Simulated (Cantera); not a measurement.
Input (Python, Cantera):

```python
import numpy as np
import cantera as ct

gas = ct.Solution("gri30.yaml")
gas.TPX = 1200, 101325, {'CH4': 1, 'CO': 0.16, 'O2': 2.31, 'N2': 6.24}
reactor = ct.IdealGasReactor(gas, energy="on", clone=False)
net = ct.ReactorNet([reactor])
net.rtol, net.atol = 1e-08, 1e-16
show = ['CH4', 'CO', 'O2', 'H', 'H2O', 'H2O2']
times = np.geomspace(1e-06, 4, 14)

steps = ct.SolutionArray(gas, extra=["t"])
rows = []
print(f"{'t/s':>10s}{'T/K':>9s}{'P/Pa':>11s}" + "".join(f"{s:>11s}" for s in show))
for t in times:
    while net.time < t:
        t_next = net.step()
        steps.append(gas.state, t=t_next)
    rows.append([np.interp(t, steps.t, y) for y in (steps.T, steps.P, *steps(*show).X.T)])
    print(f"{t:10.3e}{rows[-1][0]:9.1f}{rows[-1][1]:11.4g}" + "".join(f"{x:11.3e}" for x in rows[-1][2:]))
rate = np.gradient(steps.T, steps.t)
print("integrator steps:", len(steps.t))
if steps.T.max() > steps.T[0] + 200:
    print(f"time of steepest temperature rise: {steps.t[rate.argmax()]:.4e} s")
gas.TPX = 1200, 101325, {'CH4': 1, 'CO': 0.16, 'O2': 2.31, 'N2': 6.24}
gas.equilibrate("UV")
print(f"equilibrium (UV): T = {gas.T:.1f} K  " + "  ".join(f"{s} {gas[s].X[0]:.3e}" for s in show))
```

It prints:

```
       t/s      T/K       P/Pa        CH4         CO         O2          H        H2O       H2O2
 1.000e-06   1200.0  1.013e+05  1.030e-01  1.648e-02  2.379e-01  8.007e-12  4.362e-11  3.930e-13
 3.220e-06   1200.0  1.013e+05  1.030e-01  1.648e-02  2.379e-01  1.342e-11  4.167e-10  4.054e-12
 1.037e-05   1200.0  1.013e+05  1.030e-01  1.648e-02  2.379e-01  1.644e-11  2.029e-09  4.139e-11
 3.339e-05   1200.0  1.013e+05  1.030e-01  1.648e-02  2.379e-01  2.438e-11  8.620e-09  4.086e-10
 1.075e-04   1200.0  1.013e+05  1.030e-01  1.648e-02  2.379e-01  5.437e-11  4.528e-08  3.595e-09
 3.461e-04   1200.0  1.013e+05  1.030e-01  1.648e-02  2.379e-01  1.977e-10  3.583e-07  2.288e-08
 1.115e-03   1200.0  1.013e+05  1.030e-01  1.648e-02  2.379e-01  1.036e-09  4.095e-06  6.614e-08
 3.589e-03   1200.3  1.014e+05  1.029e-01  1.647e-02  2.379e-01  3.387e-09  4.323e-05  1.048e-07
 1.156e-02   1202.6  1.015e+05  1.026e-01  1.648e-02  2.376e-01  1.027e-08  3.087e-04  3.522e-07
 3.721e-02   2911.0  2.573e+05  6.502e-15  4.938e-02  3.806e-02  9.756e-03  1.606e-01  7.586e-07
 1.198e-01   2911.0  2.573e+05  6.502e-15  4.938e-02  3.806e-02  9.756e-03  1.606e-01  7.586e-07
 3.858e-01   2911.0  2.573e+05  6.502e-15  4.938e-02  3.806e-02  9.756e-03  1.606e-01  7.586e-07
 1.242e+00   2911.0  2.573e+05  6.502e-15  4.938e-02  3.806e-02  9.756e-03  1.606e-01  7.586e-07
 4.000e+00   2911.0  2.573e+05  6.502e-15  4.938e-02  3.806e-02  9.756e-03  1.606e-01  7.586e-07
integrator steps: 2352
time of steepest temperature rise: 3.3964e-02 s
equilibrium (UV): T = 2911.0 K  CH4 8.671e-15  CO 4.938e-02  O2 3.806e-02  H 9.756e-03  H2O 1.606e-01  H2O2 7.586e-07
```

Model: GRI-Mech 3.0 (53 species, 325 reactions), integrated in Cantera.
